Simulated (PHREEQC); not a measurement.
Make-up at 25 °C: 0.016 mol FeSO4, 0.02 mol MgSO4, 4.2e-05 mol HCl and 0.00087 mol Na2SO4 per kg of water. Closed to the air; pH follows from the charge balance.

Equilibrium calculation in PHREEQC: ion-association model, phreeqc.dat.

Precipitation was switched off in this run.

Predict the pH, density.

pH 4.74; density 1.002 g/cm³.

In which forms is Na present?

Na+ 96 %, NaSO4- 4.1 % of the Na.

Species that the database lacks are ignored.
